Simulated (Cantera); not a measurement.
Feed: 1 mol S, 0.039 mol SO2, 2 mol H2, equilibrated at 60.0 bar.

Equilibrium computed with Cantera from the NASA thermochemical tables; the gas is ideal and each condensed phase is pure. Candidate condensed phases: H2O, H2SO4, S; 19 gas species. The ideal-gas law is rough above about 30 bar. Kinetics and transport are ignored. All values below are at 2348 K.

Base state: H2 0.560, H2S 0.304, S2 0.0709, H2O 0.0353, SH 0.0275, H 0.00119, S 0.000763, SO 0.000221 (mole fractions); condensed: gas only.

What changes in the equilibrium state with this change: pressure from 60.0 bar to 17.0 bar?


```tsv
species	before	after
H2	0.560	0.611
H2S	0.304	0.213
S2	0.0709	0.103
SH	0.0275	0.0345
H2O	0.0353	0.0336
S	0.000763	0.00173
SO	0.000221	0.000436
H	0.00119	0.00234
SO2	1.74e-5	2.98e-5
OH	1.29e-5	2.21e-5
```

What changes in the equilibrium state with this change: H2 from 2 to 0.42 mol?


| species | before | after |
|---|---|---|
| S2 | 0.0709 | 0.471 |
| H2S | 0.304 | 0.232 |
| H2 | 0.560 | 0.166 |
| H2O | 0.0353 | 0.0792 |
| SH | 0.0275 | 0.0385 |
| SO2 | 1.74e-5 | 0.00258 |
| S2O | 7.03e-5 | 0.00354 |
| SO | 0.000221 | 0.00432 |
| OH | 1.29e-5 | 5.33e-5 |
| S | 0.000763 | 0.00197 |

What changes in the equilibrium state with this change: pressure from 60.0 bar to 170 bar?


```
species    before     after
-------  --------  --------
H2          0.560     0.518
H2S         0.304     0.378
S2         0.0709    0.0451
SH         0.0275    0.0211
H2O        0.0353    0.0366
S        0.000763  0.000362
SO       0.000221  0.000118
H         0.00119  0.000682
```
